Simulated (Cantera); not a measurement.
A freely propagating, adiabatic, planar premixed flame of H2 : O2 : N2 : H2O = 1 : 0.847 : 3.19 : 0.99 (molar parts), equivalence ratio 0.59, unburnt at 723 K and 100.0 Torr; mixture-averaged transport, grid criteria slope 0.08 and curve 0.16, no radiation.

Model: the H2/O2 subset of GRI-Mech 3.0, which has no nitrogen chemistry, integrated in Cantera. Burning velocities carry a grid error of a few per cent, more on coarse grids. Lean hydrogen flames are cellular in practice and burn faster than this planar one.

**Question.** How do the results move with these cheaper or finer settings: unity-Lewis-number transport; multicomponent transport; multicomponent+Soret transport; grid criteria slope 0.5, curve 1; grid criteria slope 0.25, curve 0.5; grid criteria slope 0.03, curve 0.06?

**Answer.** 
```
setting                               laminar burning velocity  thermal thickness  peak x(H)  peak x(O)  grid points
------------------------------------  ------------------------  -----------------  ---------  ---------  -----------
as above                                              570 cm/s            6.36 mm     0.0312    0.00961          115
unity-Lewis-number transport                          361 cm/s            4.15 mm     0.0354     0.0102          126
multicomponent transport                              567 cm/s            6.35 mm     0.0312    0.00960          115
multicomponent+Soret transport                        539 cm/s            6.24 mm     0.0304    0.00949          118
grid criteria slope 0.5, curve 1                     1000 cm/s            10.9 mm     0.0340    0.00984           38
grid criteria slope 0.25, curve 0.5                   674 cm/s            7.60 mm     0.0326    0.00971           60
grid criteria slope 0.03, curve 0.06                  540 cm/s            6.02 mm     0.0307    0.00952          260
```
Unity Lewis numbers drop preferential diffusion, which matters most where H2 and H carry the flame; Soret adds thermal diffusion.
